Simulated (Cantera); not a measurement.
Input (Python, Cantera) and output of one run.

```python
import numpy as np
import cantera as ct

gas_names = """
    CL CL2 H HCL H2 N NH NH2 NH3 N2 N2H2 N2H4 Si SiCL SiCL2 SiCL3 SiCL4 SiH SiHCL3 SiH2 SiH2CL2 SiH3
    SiH3CL SiH4 SiN Si2 Si2N Si3
""".split()
cond_names = """
    NH4CL(a) NH4CL(b) Si(cr) Si(L) Si3N4(a)
""".split()


# ... load() reads the species with a 1 bar reference pressure and builds the phases ...
atoms = {
    'SiHCl3': {'Si': 1, 'H': 1, 'CL': 3},
    'NH3': {'N': 1, 'H': 3},
    'N2': {'N': 2},
}
top_T = {'Si3N4(a)': 2400}  # K; cautious upper limits of use, not melting points


# ... equilibrate(T, P, feed) seeds the gas with the atoms and calls Mixture.equilibrate('TP', solver="vcs", rtol=1e-11, max_steps=5000) ...
results = []
feed = {'SiHCl3': 1, 'NH3': 18, 'N2': 1.5}  # mol
P = 15  # Pa
for T in [700, 850, 1000, 1150, 1300, 1450, 1600, 1750, 1900]:
    mix = equilibrate(T, P, feed)
    results.append((T, P, feed, dict(zip(mix.species_names, mix.species_moles))))

top = {s: max(r[3][s] / sum(r[3][g] for g in gas_names) for r in results) for s in gas_names}
cols = sorted((s for s in top if top[s] > 1e-05), key=lambda s: -top[s])[:9]
seen = [c for c in cond_names if any(r[3].get(c, 0) > 1e-12 for r in results)]
print("log10 of partial pressures in bar; condensed amounts in mol")
print(f"{'T/K':>10s}" + "".join(f"{s[:9]:>10s}" for s in cols + seen))
for T, P, feed, n in results:
    ng = sum(n[g] for g in gas_names)
    print(f"{T:10.4g}" + "".join(f"{np.log10(max(n[s] / ng * P / 1e5, 1e-99)):10.3f}" for s in cols)
          + "".join(f"{n.get(c, 0):10.4g}" for c in seen))
```

It prints:

```
log10 of partial pressures in bar; condensed amounts in mol
       T/K        H2        N2       HCL         H        Si     SiCL2        CL      SiCL       SiH    Si(cr)     Si(L)  Si3N4(a)
       700    -3.998    -4.420    -4.936   -15.596   -35.618   -15.845   -16.485   -29.363   -34.076         0         0    0.3331
       850    -3.998    -4.420    -4.936   -12.688   -26.422   -12.338   -13.624   -22.261   -25.877         0         0    0.3332
      1000    -3.998    -4.420    -4.936   -10.643   -19.996    -9.888   -11.612   -17.300   -20.152         0         0    0.3333
      1150    -3.998    -4.420    -4.937    -9.126   -15.255    -8.085   -10.120   -13.644   -15.933         0         0    0.3326
      1300    -3.998    -4.419    -4.951    -7.955   -11.619    -6.734    -8.982   -10.855   -12.699         0         0    0.3172
      1450    -3.995    -4.413    -5.057    -7.022    -8.748    -5.866    -8.173    -8.753   -10.146         0         0    0.2143
      1600    -3.999    -4.400    -5.127    -6.264    -7.011    -5.717    -7.494    -7.622    -8.672    0.4596         0         0
      1750    -4.010    -4.408    -5.137    -5.639    -5.824    -5.742    -6.878    -6.886    -7.707         0    0.0591         0
      1900    -4.040    -4.420    -5.044    -5.120    -5.540    -6.256    -6.246    -6.871    -7.622         0         0         0
```

Method: chemical equilibrium by Gibbs-energy minimisation in Cantera with the NASA 1993 tables (ideal gas, pure condensed phases). The tables' values for SiCl, SiN, SiCl3 are old estimates; treat these amounts as uncertain. Gases not in the tables: Si2H6 and higher silanes.
